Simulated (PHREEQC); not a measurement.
Consider water at 25 °C with 0.23 mol/kgw NaHCO3 and 0.0088 mol/kgw KCl. Closed to the air; pH follows from the charge balance.

All values are PHREEQC results (ion-association model, wateq4f.dat), not measurements.

Question: The ionic strength comes out as 0.225 mol/kgw. What activity coefficients do Cl-, Na+, OH-, NaCO3-, CO3-2 get?

Answer: Cl- 0.70, Na+ 0.74, OH- 0.70, NaCO3- 0.74, CO3-2 0.30.

This is a speciation only: nothing precipitates in the calculation. Species that the database lacks are ignored.
